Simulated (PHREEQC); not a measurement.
Acid mine or pickling water: speciation

Synthetic water in mg/kgw, 25 °C, pH 2.03, pe 12.5:

```json
[
 {"constituent": "Na", "mg/kgw": "23.7"},
 {"constituent": "K", "mg/kgw": "78.2"},
 {"constituent": "Ca", "mg/kgw": "225"},
 {"constituent": "Mg", "mg/kgw": "264"},
 {"constituent": "Cl", "mg/kgw": "65.6"},
 {"constituent": "S(6) as SO4", "mg/kgw": "2590"},
 {"constituent": "Fe(3)", "mg/kgw": "3.69"},
 {"constituent": "Cu(2)", "mg/kgw": "7.73"},
 {"constituent": "Li", "mg/kgw": "3.14"}
]
```

Cl is adjusted to close the charge balance.
Valence states are taken as typed.

Model: ion-association model, phreeqc.dat, run in PHREEQC.

This is a speciation only: nothing precipitates in the calculation.

Predict the ionic strength, density, specific conductance.

ionic strength 0.0595 mol/kgw; density 1.000 g/cm³; specific conductance 6350 µS/cm.

In which forms is Na present?

Na+ 97 %, NaSO4- 2.9 % of the Na.

The solution is supersaturated, for example in Hematite (slow to form), Goethite (slow to form), so a real one may precipitate; this is no full list.
